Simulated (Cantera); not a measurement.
Gas mixture: C2H4 : C3H8 = 0.85 : 0.58 (molar parts), at 9800 Pa, frozen composition.

Cantera's kinetic-theory transport with the Lennard-Jones parameters of GRI-Mech 3.0, ideal gas; thermal conductivity in the mixture-averaged form. The composition is frozen, though it would react at the higher temperatures.

One state of this run: ρ (kg/m³) = 0.0339; cp (J/kg/K) = 3957; μ (µPa s) = 29.4; λ (mW/m/K) = 154; Pr = 0.757; D (cm²/s) OH = 24.1; D (cm²/s) NO = 15.9; D (cm²/s) NH3 = 19.1. D: mixture-averaged diffusion coefficient of that species in the mixture.

### Question
Which value of T (K) does it belong to?
A) 600
B) 1600
C) 1000
D) 1200

### Answer
D, 1200
